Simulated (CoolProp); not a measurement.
Ethanol along the isotherm 587.8 K: fugacity coefficient from the reference equation and from simpler models built on Tc = 514.7 K, pc = 6.268 MPa, ω = 0.644; each cubic takes its own stable root.

Computed with CoolProp (reference Helmholtz-energy equation of state, Schroeder 2014).

| p (MPa) | phase | reference |
|---|---|---|
| 0.0297 | gas | 0.9993 |
| 0.0463 | gas | 0.9988 |
| 0.0721 | gas | 0.9982 |
| 0.112 | gas | 0.9972 |
| 0.175 | gas | 0.9956 |
| 0.272 | gas | 0.9932 |
| 0.424 | gas | 0.9894 |
| 0.66 | gas | 0.9836 |
| 1.03 | gas | 0.9744 |
| 1.6 | gas | 0.9603 |
| 2.49 | gas | 0.9384 |
| 3.88 | gas | 0.9044 |
| 6.04 | gas | 0.8516 |
| 9.4 | supercritical | 0.7683 |

Question: How far does each simpler model (van der Waals, Redlich-Kwong, Soave-Redlich-Kwong, Peng-Robinson) lie from the reference over these 14 states: mean and median of the absolute difference, and the worst?

Answer: 
- van der Waals: mean 2.0 %, median 0.5 %, worst -11.0 % at 587.8 K and 9.4 MPa
- Redlich-Kwong: mean 2.2 %, median 0.6 %, worst -11.1 % at 587.8 K and 9.4 MPa
- Soave-Redlich-Kwong: mean 0.8 %, median 0.3 %, worst -3.2 % at 587.8 K and 9.4 MPa
- Peng-Robinson: mean 1.7 %, median 0.6 %, worst -7.3 % at 587.8 K and 9.4 MPa
